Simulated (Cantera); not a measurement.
# Transport properties of process gases

Gas mixture: N₂O : CO₂ = 0.36 : 0.13 (molar parts), at 0.0132 atm, frozen composition.

Cantera's kinetic-theory transport with the Lennard-Jones parameters of GRI-Mech 3.0, ideal gas; thermal conductivity in the mixture-averaged form. The composition is frozen, though it would react at the higher temperatures.

```csv
T (K),ρ (kg/m³),cp (J/kg/K),μ (µPa s),λ (mW/m/K),Pr,D (cm²/s) CH₃,D (cm²/s) H₂O,D (cm²/s) C₂H₂
400,0.0176,961.7,19.5,25.4,0.739,22.3,22.1,16.0
650,0.0109,1120,29.3,44.5,0.737,53.0,56.3,38.7
900,0.00784,1221,37.3,61.8,0.737,92.9,103,68.4
1150,0.00614,1281,44.4,77.5,0.734,141,159,104
1400,0.00504,1323,50.9,91.9,0.732,196,225,145
1650,0.00428,1355,56.8,105,0.731,258,298,192
1900,0.00371,1379,62.3,118,0.730,327,380,243
2150,0.00328,1396,67.6,129,0.730,402,468,298
2400,0.00294,1409,72.7,141,0.729,482,564,358
```
D: mixture-averaged diffusion coefficient of that species in the mixture.
